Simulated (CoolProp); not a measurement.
Saturation properties of R141b (Tc = 477.5 K, pc = 4212 kPa, ω = 0.220).

Computed with CoolProp (reference Helmholtz-energy equation of state, Lemmon 2006). It is a short technical equation, of lower accuracy than the large ones.

```
T (K)  p (kPa)  vapour density (kg/m³)  liquid cp (kJ/(kg K))
-----  -------  ----------------------  ---------------------
283.4    43.95                   2.231                  1.136
298.5    79.59                   3.879                  1.154
313.7    135.3                   6.370                  1.176
328.9    217.5                   9.951                  1.201
344      332.5                   14.88                  1.230
359.2    489.6                   21.59                  1.263
374.4    696.4                   30.51                  1.302
389.5    959.7                   42.13                  1.348
404.7     1292                   57.47                  1.407
419.9     1702                   77.77                  1.487
```

It boils at 305.2 K under 1 atm.
